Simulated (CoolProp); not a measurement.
A simple Rankine cycle with n-octane: condensing at 307.15 K, boiler at 0.187 MPa, turbine inlet 572.5 K, turbine efficiency 0.65, pump efficiency 0.7, no recuperator. Each further row changes one setting.

The numbers come from the reference Helmholtz-energy equation of state, Beckmüller 2019 in CoolProp.

```
case                             thermal efficiency (%)  net work (kJ/kg)  heat in (kJ/kg)  turbine exit temperature (K)  volume ratio over the turbine
-------------------------------  ----------------------  ----------------  ---------------  ----------------------------  -----------------------------
as stated                                          10.9               104              952                         532.3                              …
turbine inlet 592.5 K                              10.7                 …                …                             …                           58.4
condensing temperature 299.15 K                    11.8               115                …                             …                           89.5
boiler pressure 0.131 MPa                          10.1              95.9              954                             …                           40.9
turbine efficiency 0.55                             9.2                 …              952                         538.4                           59.1
```

Q: Fill in the missing entries.

A: 
- as stated, volume ratio over the turbine: 58.5
- turbine inlet 592.5 K, net work (kJ/kg): 108
- turbine inlet 592.5 K, heat in (kJ/kg): 1010
- turbine inlet 592.5 K, turbine exit temperature (K): 552.0
- condensing temperature 299.15 K, heat in (kJ/kg): 970
- condensing temperature 299.15 K, turbine exit temperature (K): 528.4
- boiler pressure 0.131 MPa, turbine exit temperature (K): 536.0
- turbine efficiency 0.55, net work (kJ/kg): 88.1
